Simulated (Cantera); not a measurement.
Cantera run, input and output.

```python
import numpy as np
import cantera as ct

gas = ct.Solution("gri30.yaml")
gas.TPX = 1348, 101325, {'C2H6': 1, 'N2': 1.8}
inlet = ct.Reservoir(gas, clone=True)

reactor = ct.IdealGasConstPressureReactor(gas, energy="off", clone=False)
exhaust = ct.Reservoir(gas, clone=True)
tau = [0.95, 0.34, 0.13, 0.045, 0.017, 0.006, 0.0022][0]
for a, b in ((inlet, reactor), (reactor, exhaust)):
    ct.MassFlowController(a, b, mdot=lambda t: reactor.mass / tau)
net = ct.ReactorNet([reactor])
show = ['C2H6', 'CH4', 'CH2', 'C2H2', 'C2H4', 'C2H']

rows = []
print(f"{'tau/s':>10s}{'T/K':>9s}" + "".join(f"{s:>11s}" for s in show))
for tau in [0.95, 0.34, 0.13, 0.045, 0.017, 0.006, 0.0022]:
    net.initial_time = 0.0
    net.advance(30 * tau)
    before = gas.X
    net.advance(40 * tau)
    drift = np.max(np.abs(gas.X - before) / (gas.X + 1e-9))
    rows.append([gas.T, *gas[show].X, drift])
    print(f"{tau:10.3e}{gas.T:9.1f}" + "".join(f"{x:11.3e}" for x in gas[show].X))
```

Output:

```
     tau/s      T/K       C2H6        CH4        CH2       C2H2       C2H4        C2H
 9.500e-01   1348.0  1.546e-03  9.876e-02  3.891e-10  1.283e-01  6.356e-02  1.456e-09
 3.400e-01   1348.0  2.656e-03  8.647e-02  6.664e-10  1.241e-01  7.250e-02  1.962e-09
 1.300e-01   1348.0  4.717e-03  7.884e-02  1.139e-09  1.157e-01  8.437e-02  2.481e-09
 4.500e-02   1348.0  9.630e-03  7.376e-02  2.129e-09  9.883e-02  1.039e-01  2.921e-09
 1.700e-02   1348.0  1.986e-02  6.982e-02  3.852e-09  7.524e-02  1.275e-01  2.925e-09
 6.000e-03   1348.0  4.536e-02  6.224e-02  7.193e-09  4.549e-02  1.487e-01  2.296e-09
 2.200e-03   1348.0  9.947e-02  4.734e-02  1.223e-08  2.117e-02  1.443e-01  1.343e-09
```

Computed with Cantera and GRI-Mech 3.0 (53 species, 325 reactions). GRI-Mech 3.0 stops at C3 and has no aromatics, soot or wall deposition, so with more carbon than oxygen in the feed, carbon stays in small species such as C2H2 where larger ones or solid carbon would form.
